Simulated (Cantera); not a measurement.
Feed: 1 mol SiH₄, 0.92 mol N₂, 0.32 mol O₂, at 13.3 mbar.

Equilibrium computed with Cantera from the NASA thermochemical tables; the gas is ideal and each condensed phase is pure. Candidate condensed phases: H₂O, Si, SiO₂, Si₂N₂O, Si₃N₄; 35 gas species. N₂ is the only nitrogen source here; it is nearly inert below about 1500 K, so the nitride shown seldom forms there in practice. The numbers say what is thermodynamically allowed, not how fast it happens.

Q: At 750 K, list the 3 most abundant gas species with their mole fractions, and the condensed phases.

A: H₂ 0.811, N₂ 0.189, NH₃ 2.16e-5. Condensed: SiO₂(α-quartz) + Si₂N₂O(s).
